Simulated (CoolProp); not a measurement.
Vapour-liquid equilibrium of hydrogen sulfide (1) + toluene (2) at 321.5 K; x and y are mole fractions of (1).

Model: multi-fluid Helmholtz-energy mixture model, Lemmon 2006 and Lemmon 2006; pair parameters Bell 2016, in CoolProp.

Question: Give the bubble pressure and the first vapour's composition at x = 0.125, 0.2, 0.8. Is there an azeotrope?

Answer: x = 0.125: 0.3816 MPa, y = 0.970; x = 0.2: 0.5743 MPa, y = 0.980; x = 0.8: 2.521 MPa, y = 0.998. No azeotrope shows between x = 0.05 and 0.95.

Pair parameters are fitted to limited data, so mixtures are less certain than the pure fluids.
